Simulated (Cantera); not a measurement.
Mixture: CH₃OH : O₂ : N₂ : H₂O = 1 : 1.36 : 5.13 : 0.25 (molar parts), at 465 Torr, adiabatic and at constant pressure. Ignition delay is the time to a rise of 400 K.

Computed with Cantera and GRI-Mech 3.0 (53 species, 325 reactions). GRI-Mech 3.0 was tuned for natural gas; its chemistry of methanol as a main component is partial and can be far from experiment.

Task: What does this change do: pressure from 465 Torr to 13500 Torr?

Result: 
```
quantity                                                before       after
--------------------------------------------------  ----------  ----------
delay at 1175 K                                        20.0 ms     1.41 ms
delay at 1275 K                                        4.16 ms    0.277 ms
delay at 1375 K                                        1.13 ms     70.6 µs
delay at 1475 K                                       0.388 ms     22.6 µs
delay at 1575 K                                       0.160 ms     8.76 µs
apparent activation energy between 1475 and 1575 K  170 kJ/mol  180 kJ/mol
```
The pressure lies above the range GRI-Mech 3.0 was tuned for (to about 10 atm).
